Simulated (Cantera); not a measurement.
A perfectly stirred reactor is fed with NO : N₂ = 1 : 2.4 (molar parts), at 0.0430 bar; it is held at 2050 K, and followed from long to short residence time.

Cantera simulation using GRI-Mech 3.0 (53 species, 325 reactions); the numbers are that mechanism's predictions, not measurements. Radical loss at walls, strong at low pressure, is not modelled.

x: mole fraction; the columns are a selection and need not sum to one.

| τ (s) | x NO | x N₂ | x O | x N₂O | x O₂ |
|---|---|---|---|---|---|
| 2.2 | 0.207 | 0.749 | 0.00105 | [?] | 0.0431 |
| 0.54 | 0.274 | 0.716 | 0.000601 | [?] | 0.00961 |
| 0.13 | 0.290 | 0.708 | 0.000390 | 3.45e-5 | 0.00173 |
| 0.032 | 0.293 | 0.706 | 0.000224 | 3.24e-5 | 0.000231 |
| 0.0078 | 0.294 | 0.706 | 6.77e-5 | [?] | 1.43e-5 |
| 0.0019 | 0.294 | 0.706 | 1.38e-5 | [?] | 6.51e-7 |
| 0.00046 | 0.294 | 0.706 | 2.97e-6 | [?] | 3.32e-8 |
| 0.00011 | 0.294 | 0.706 | 6.85e-7 | [?] | 1.83e-9 |

Problem. Fill in the missing entries.

Solution. 
- 2.2, x N₂O: 1.53e-5
- 0.54, x N₂O: 3.00e-5
- 0.0078, x N₂O: 2.21e-5
- 0.0019, x N₂O: 9.14e-6
- 0.00046, x N₂O: 2.65e-6
- 0.00011, x N₂O: 6.67e-7
